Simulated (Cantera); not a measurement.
Input (Python, Cantera) and output of one run.

```python
import numpy as np
import cantera as ct

gas_names = """
    CL CL2 H HCL H2 N NH NH2 NH3 N2 N2H2 N2H4 Si SiCL SiCL2 SiCL3 SiCL4 SiH SiHCL3 SiH2 SiH2CL2 SiH3
    SiH3CL SiH4 SiN Si2 Si2N Si3
""".split()
cond_names = """
    NH4CL(a) NH4CL(b) Si(cr) Si(L) Si3N4(a)
""".split()


# ... load() reads the species with a 1 bar reference pressure and builds the phases ...
atoms = {
    'SiH4': {'Si': 1, 'H': 4},
    'HCl': {'H': 1, 'CL': 1},
    'N2': {'N': 2},
}
top_T = {'Si3N4(a)': 2400}  # K; cautious upper limits of use, not melting points


# ... equilibrate(T, P, feed) seeds the gas with the atoms and calls Mixture.equilibrate('TP', solver="vcs", rtol=1e-11, max_steps=5000) ...
results = []
feed = {'SiH4': 1, 'HCl': 1.8, 'N2': 120}  # mol
T = 823.15  # K
P = 133.322  # Pa
mix = equilibrate(T, P, feed)
results.append((T, P, feed, dict(zip(mix.species_names, mix.species_moles))))
x = sorted(zip(gas.X, gas.species_names), reverse=True)
print(f"T = {T:g} K  P = {P:g} Pa  gas = {mix.phase_moles(0):.4g} mol")
print("   x: " + "  ".join(f"{s} {v:.3e}" for v, s in x if v > 0.0001))
print("   condensed (mol): " + ("  ".join(f"{mix.phase(i).name} {mix.phase_moles(i):.4g}"
      for i in range(1, mix.n_phases) if mix.phase_moles(i) > 1e-12) or "none"))
```

It prints:

```
T = 823.15 K  P = 133.322 Pa  gas = 123.1 mol
   x: N2 9.692e-01  H2 1.627e-02  HCL 1.456e-02
   condensed (mol): Si3N4(a) 0.3328
```

These are equilibrium values from Cantera (NASA tables, ideal gas, pure condensed phases), not measurements of a reactor. N2 is the only nitrogen source here; it is nearly inert below about 1500 K, so the nitride shown seldom forms there in practice.
